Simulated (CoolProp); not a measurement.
Saturation properties of diethyl ether (Tc = 467.9 K, pc = 3.717 MPa, ω = 0.282).

The numbers come from the reference Helmholtz-energy equation of state, Thol 2014 in CoolProp.

```json
[
 {"T (K)": "298.1", "p (MPa)": "0.07137", "vapour density (kg/m³)": "2.215", "enthalpy of vaporisation (kJ/kg)": "366.4", "liquid cp (kJ/(kg K))": "2.334", "surface tension (mN/m)": "16.5"},
 {"T (K)": "302.7", "p (MPa)": "0.08484", "vapour density (kg/m³)": "2.605", "enthalpy of vaporisation (kJ/kg)": "362.4", "liquid cp (kJ/(kg K))": "2.350", "surface tension (mN/m)": "16.0"},
 {"T (K)": "307.2", "p (MPa)": "0.09988", "vapour density (kg/m³)": "3.037", "enthalpy of vaporisation (kJ/kg)": "358.5", "liquid cp (kJ/(kg K))": "2.366", "surface tension (mN/m)": "15.4"},
 {"T (K)": "311.8", "p (MPa)": "0.1173", "vapour density (kg/m³)": "3.535", "enthalpy of vaporisation (kJ/kg)": "354.5", "liquid cp (kJ/(kg K))": "2.383", "surface tension (mN/m)": "14.9"},
 {"T (K)": "316.3", "p (MPa)": "0.1366", "vapour density (kg/m³)": "4.081", "enthalpy of vaporisation (kJ/kg)": "350.4", "liquid cp (kJ/(kg K))": "2.400", "surface tension (mN/m)": "14.4"},
 {"T (K)": "320.9", "p (MPa)": "0.1588", "vapour density (kg/m³)": "4.706", "enthalpy of vaporisation (kJ/kg)": "346.2", "liquid cp (kJ/(kg K))": "2.418", "surface tension (mN/m)": "13.8"},
 {"T (K)": "325.4", "p (MPa)": "0.1832", "vapour density (kg/m³)": "5.387", "enthalpy of vaporisation (kJ/kg)": "342.0", "liquid cp (kJ/(kg K))": "2.436", "surface tension (mN/m)": "13.3"},
 {"T (K)": "330", "p (MPa)": "0.2109", "vapour density (kg/m³)": "6.160", "enthalpy of vaporisation (kJ/kg)": "337.6", "liquid cp (kJ/(kg K))": "2.455", "surface tension (mN/m)": "12.8"},
 {"T (K)": "334.5", "p (MPa)": "0.2411", "vapour density (kg/m³)": "6.999", "enthalpy of vaporisation (kJ/kg)": "333.3", "liquid cp (kJ/(kg K))": "2.474", "surface tension (mN/m)": "12.3"},
 {"T (K)": "339.1", "p (MPa)": "0.2752", "vapour density (kg/m³)": "7.946", "enthalpy of vaporisation (kJ/kg)": "328.7", "liquid cp (kJ/(kg K))": "2.493", "surface tension (mN/m)": "11.7"},
 {"T (K)": "343.6", "p (MPa)": "0.3120", "vapour density (kg/m³)": "8.968", "enthalpy of vaporisation (kJ/kg)": "324.1", "liquid cp (kJ/(kg K))": "2.514", "surface tension (mN/m)": "11.2"}
]
```

It boils at 307.6 K under 1 atm.

Surface tension comes from a separate correlation (Mulero 2014).
